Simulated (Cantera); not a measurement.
An adiabatic, constant-volume homogeneous reactor starts with C3H8 : O2 : N2 : CO2 = 1 : 3.57 : 13.4 : 0.98 (molar parts), equivalence ratio 1.4, at 1023 K and 12.0 bar. Integrator tolerance rtol = 1e-08.

Cantera simulation using GRI-Mech 3.0 (53 species, 325 reactions); the numbers are that mechanism's predictions, not measurements. GRI-Mech 3.0 was tuned for natural gas; its chemistry of propane as a main component is partial and can be far from experiment. The pressure lies above the range GRI-Mech 3.0 was tuned for (to about 10 atm).

Problem. What does this change do: pressure from 12.0 bar to 0.390 bar?

Solution. 
```tsv
quantity	before	after
time of steepest temperature rise	41.4 ms	0.623 s
temperature at 9.00 s	2840 K	2676 K
equilibrium temperature	2840 K	2676 K
x(C3H8) at 9.00 s	<1e-12 (gas-phase equilibrium <1e-12)	<1e-12 (gas-phase equilibrium <1e-12)
x(O2) at 9.00 s	0.000460 (gas-phase equilibrium 0.000460)	0.00292 (gas-phase equilibrium 0.00292)
x(CO2) at 9.00 s	0.0784 (gas-phase equilibrium 0.0784)	0.0729 (gas-phase equilibrium 0.0729)
x(H) at 9.00 s	0.00265 (gas-phase equilibrium 0.00265)	0.00871 (gas-phase equilibrium 0.00871)
x(NO) at 9.00 s	0.00162 (gas-phase equilibrium 0.00162)	0.00321 (gas-phase equilibrium 0.00321)
x(H2) at 9.00 s	0.0296 (gas-phase equilibrium 0.0296)	0.0324 (gas-phase equilibrium 0.0324)
x(CO) at 9.00 s	0.107 (gas-phase equilibrium 0.107)	0.110 (gas-phase equilibrium 0.110)
```
